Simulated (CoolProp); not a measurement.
A single-stage vapour-compression cycle with R115: evaporating at 201.15 K (dew point), condensing at 255.15 K (bubble point), superheat 2 K, subcooling 8 K, compressor efficiency 0.8, no pressure losses. Each further row changes one setting.

Computed with CoolProp (reference Helmholtz-energy equation of state, Lemmon 2016).

| case | cooling COP | pressure ratio | discharge temperature (K) | refrigerating effect (kJ/kg) | volumetric capacity (kJ/m³) |
|---|---|---|---|---|---|
| as stated | (withheld) | 13.6 | 269.5 | 95.7 | 156 |
| evaporating temperature 206.15 K | 2.85 | (withheld) | 267.3 | 98.5 | 214 |
| condensing temperature 250.15 K | (withheld) | (withheld) | (withheld) | 100 | 164 |
| subcooling 13 K | 2.58 | 13.6 | 269.5 | 100 | 164 |
| superheat 12 K | (withheld) | 13.6 | (withheld) | 102 | 158 |
| compressor efficiency 0.7 | 2.15 | 13.6 | 277.4 | 95.7 | 156 |

Problem. Some entries are withheld; supply them.

Solution. 
- as stated, cooling COP: 2.46
- evaporating temperature 206.15 K, pressure ratio: 9.96
- condensing temperature 250.15 K, cooling COP: 2.80
- condensing temperature 250.15 K, pressure ratio: 11.2
- condensing temperature 250.15 K, discharge temperature (K): 264.4
- superheat 12 K, cooling COP: 2.48
- superheat 12 K, discharge temperature (K): 280.7
